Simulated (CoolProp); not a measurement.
Values from CoolProp's reference Helmholtz-energy equation of state, Lemmon 2006. It is a short technical equation, of lower accuracy than the large ones.

Task: For isohexane, give the phase and the density (kg/m³), cp (kJ/(kg K)), isothermal compressibility (1/MPa), fugacity coefficient at 543.5 K and 25.5 bar.

Result: 
- 543.5 K and 25.5 bar: gas; density 64.9, cp 3.06, isothermal compressibility 0.549, fugacity coefficient 0.794
